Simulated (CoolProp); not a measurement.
Vapour-liquid equilibrium of CH2F2 (R32) (1) + dimethyl ether (2) at -84.15 °C; x and y are mole fractions of (1).

The numbers come from the multi-fluid Helmholtz-energy mixture model, Tillner-Roth 1997 and Wu 2011; pair parameters Bell 2016 in CoolProp.

### Question
Give the bubble pressure and the first vapour's composition at x = 0.2, 0.35, 0.65. Is there an azeotrope?

### Answer
x = 0.2: 0.05106 bar, y = 0.551; x = 0.35: 0.06951 bar, y = 0.735; x = 0.65: 0.1038 bar, y = 0.902. No azeotrope shows between x = 0.05 and 0.95.

Pair parameters are fitted to limited data, so mixtures are less certain than the pure fluids. The gap from Raoult's law changes sign with composition, which may be real or a fault of the pair parameters; it wasn't checked against measurements.
